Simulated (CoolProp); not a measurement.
A simple Rankine cycle with n-perfluorobutane: condensing at 316.15 K, boiler at 1.67 MPa, turbine inlet 385.3 K, turbine efficiency 0.6, pump efficiency 0.7, no recuperator. Each further row changes one setting.

Computed with CoolProp (reference Helmholtz-energy equation of state, Gao 2022).

| case | thermal efficiency (%) | net work (kJ/kg) | heat in (kJ/kg) | turbine exit temperature (K) | volume ratio over the turbine |
|---|---|---|---|---|---|
| as stated | 5.3 | 7.02 | 132 | [?] | [?] |
| turbine inlet 405.3 K | 5.1 | 7.91 | 154 | 385.6 | 4.25 |
| condensing temperature 308.15 K | 6.0 | 8.54 | 142 | 361.0 | 5.86 |
| boiler pressure 1.17 MPa | 4.1 | 5.71 | 139 | 372.1 | 2.83 |
| turbine efficiency 0.5 | [?] | 5.65 | 132 | 365.0 | 4.62 |

Problem. Fill in the missing entries.

Solution. 
- as stated, turbine exit temperature (K): 363.6
- as stated, volume ratio over the turbine: 4.60
- turbine efficiency 0.5, thermal efficiency (%): 4.3
